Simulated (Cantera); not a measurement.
A Cantera script and what it prints.

```python
import numpy as np
import cantera as ct

gas_names = [...]  # 110 gases of nasa_gas.yaml made of C, H, O
cond_names = """
    C(gr) C6H6(L) C7H8(L) C8H18(L),n-octa H2O(s) H2O(L)
""".split()


# ... load() reads the species with a 1 bar reference pressure and builds the phases ...
atoms = {
    'C2H5OH': {'C': 2, 'H': 6, 'O': 1},
    'H2O': {'H': 2, 'O': 1},
    'H2': {'H': 2},
}
top_T = {'C(gr)': 4500}  # K; cautious upper limits of use, not melting points


# ... equilibrate(T, P, feed) seeds the gas with the atoms and calls Mixture.equilibrate('TP', solver="vcs", rtol=1e-11, max_steps=5000) ...
results = []
feed = {'C2H5OH': 1, 'H2O': 1.2, 'H2': 1.7}  # mol
P = 880000  # Pa
for T in [998, 1048, 1098, 1148, 1198, 1248, 1298, 1348, 1398, 1448, 1498, 1548, 1598]:
    mix = equilibrate(T, P, feed)
    results.append((T, P, feed, dict(zip(mix.species_names, mix.species_moles))))
    x = sorted(zip(gas.X, gas.species_names), reverse=True)
    print(f"T = {T:g} K  P = {P:g} Pa  gas = {mix.phase_moles(0):.4g} mol")
    print("   x: " + "  ".join(f"{s} {v:.3e}" for v, s in x if v > 1e-05))
    print("   condensed (mol): " + ("  ".join(f"{mix.phase(i).name} {mix.phase_moles(i):.4g}"
          for i in range(1, mix.n_phases) if mix.phase_moles(i) > 1e-12) or "none"))
```

It prints:

```
T = 998 K  P = 880000 Pa  gas = 5.693 mol
   x: H2 4.747e-01  CH4 1.934e-01  H2O 1.748e-01  CO 1.025e-01  CO2 5.461e-02  C2H6 1.366e-05
   condensed (mol): C(gr) 0.004454
T = 1048 K  P = 880000 Pa  gas = 6.15 mol
   x: H2 5.414e-01  CH4 1.423e-01  CO 1.415e-01  H2O 1.334e-01  CO2 4.139e-02
   condensed (mol): none
T = 1098 K  P = 880000 Pa  gas = 6.604 mol
   x: H2 5.977e-01  CO 1.757e-01  H2O 9.942e-02  CH4 9.815e-02  CO2 2.903e-02
   condensed (mol): none
T = 1148 K  P = 880000 Pa  gas = 7 mol
   x: H2 6.410e-01  CO 2.019e-01  H2O 7.330e-02  CH4 6.426e-02  CO2 1.954e-02
   condensed (mol): none
T = 1198 K  P = 880000 Pa  gas = 7.31 mol
   x: H2 6.718e-01  CO 2.202e-01  H2O 5.459e-02  CH4 4.032e-02  CO2 1.310e-02
   condensed (mol): none
T = 1248 K  P = 880000 Pa  gas = 7.532 mol
   x: H2 6.925e-01  CO 2.321e-01  H2O 4.194e-02  CH4 2.441e-02  CO2 9.026e-03
   condensed (mol): none
T = 1298 K  P = 880000 Pa  gas = 7.68 mol
   x: H2 7.058e-01  CO 2.396e-01  H2O 3.380e-02  CH4 1.429e-02  CO2 6.538e-03
   condensed (mol): none
T = 1348 K  P = 880000 Pa  gas = 7.774 mol
   x: H2 7.139e-01  CO 2.441e-01  H2O 2.882e-02  CH4 8.123e-03  CO2 5.035e-03
   condensed (mol): none
T = 1398 K  P = 880000 Pa  gas = 7.829 mol
   x: H2 7.186e-01  CO 2.468e-01  H2O 2.595e-02  CH4 4.521e-03  CO2 4.121e-03
   condensed (mol): none
T = 1448 K  P = 880000 Pa  gas = 7.861 mol
   x: H2 7.212e-01  CO 2.484e-01  H2O 2.440e-02  CO2 3.545e-03  CH4 2.500e-03
   condensed (mol): none
T = 1498 K  P = 880000 Pa  gas = 7.878 mol
   x: H2 7.225e-01  CO 2.493e-01  H2O 2.362e-02  CO2 3.160e-03  CH4 1.394e-03
   condensed (mol): none
T = 1548 K  P = 880000 Pa  gas = 7.888 mol
   x: H2 7.232e-01  CO 2.499e-01  H2O 2.327e-02  CO2 2.883e-03  CH4 7.925e-04
   condensed (mol): none
T = 1598 K  P = 880000 Pa  gas = 7.893 mol
   x: H2 7.235e-01  CO 2.503e-01  H2O 2.313e-02  CO2 2.670e-03  CH4 4.623e-04  H 1.526e-05
   condensed (mol): none
```

These are equilibrium values from Cantera (NASA tables, ideal gas, pure condensed phases), not measurements of a reactor.
